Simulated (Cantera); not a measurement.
A perfectly stirred reactor is fed with 7.77 % CH₄, 0.241 % C₂H₆, 19.3 % O₂, 72.5 % N₂, 0.264 % CO₂, equivalence ratio 0.85, at 9.20 bar; it is adiabatic with a 773 K inlet, and is followed from long to short residence time, starting on the burning branch (τ in s: 0.32, 0.13, 0.049, 0.019, 0.0076, 0.003, 0.0012, 0.00046, 0.00018, 7e-05, 2.7e-05).

Computed with Cantera and GRI-Mech 3.0 (53 species, 325 reactions).

x: mole fraction; the columns are a selection and need not sum to one.

```csv
τ (s),T (K),x CH₄,x C₂H₆,x O₂,x H₂O₂,x CO₂
0.32,2392,?,3.39e-10,0.0266,4.34e-7,0.0813
0.13,2393,?,8.31e-10,0.0267,4.36e-7,0.0813
0.049,2394,?,2.19e-9,0.0271,4.41e-7,0.0813
0.019,2396,?,5.56e-9,0.0277,4.49e-7,0.0812
0.0076,2396,?,1.37e-8,0.0284,4.59e-7,0.0810
0.0030,2394,?,3.40e-8,0.0292,4.74e-7,0.0806
0.0012,2387,?,8.33e-8,0.0300,4.96e-7,0.0797
0.00046,2368,?,2.11e-7,0.0311,5.45e-7,0.0778
0.00018,2334,?,5.12e-7,0.0329,6.44e-7,0.0745
7.0e-5,2280,?,1.24e-6,0.0358,8.25e-7,0.0694
2.7e-5,2202,?,3.14e-6,0.0405,1.13e-6,0.0617
```

**Question.** Complete the blanks.

**Answer.** 
- 0.32, x CH₄: 8.76e-8
- 0.13, x CH₄: 2.14e-7
- 0.049, x CH₄: 5.62e-7
- 0.019, x CH₄: 1.42e-6
- 0.0076, x CH₄: 3.42e-6
- 0.0030, x CH₄: 8.25e-6
- 0.0012, x CH₄: 1.90e-5
- 0.00046, x CH₄: 4.30e-5
- 0.00018, x CH₄: 9.06e-5
- 7.0e-5, x CH₄: 0.000190
- 2.7e-5, x CH₄: 0.000433
